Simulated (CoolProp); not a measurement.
The fluid at 298.15 K and 6.28 MPa (liquid) is heated at constant pressure to 444.7 K. The same conditions are run with several fluids, on thermodynamics alone (safety and materials aside).

Computed with CoolProp (reference Helmholtz-energy equation of state of each fluid (R142b: Lemmon 2006; ethylbenzene: Zhou 2012; n-undecane: Aleksandrov 2011; octamethyltrisiloxane (MDM): Thol 2017; propane: Lemmon 2009)).

```csv
fluid,heat (kJ/kg),final phase,final density (kg/m³)
R142b,255,supercritical,405
ethylbenzene,292,liquid,?
n-undecane,?,liquid,633
octamethyltrisiloxane (MDM),285,liquid,?
propane,561,supercritical,108
```

Task: Some entries are withheld; supply them.

Result: 
- ethylbenzene, final density (kg/m³): 736
- n-undecane, heat (kJ/kg): 363
- octamethyltrisiloxane (MDM), final density (kg/m³): 679
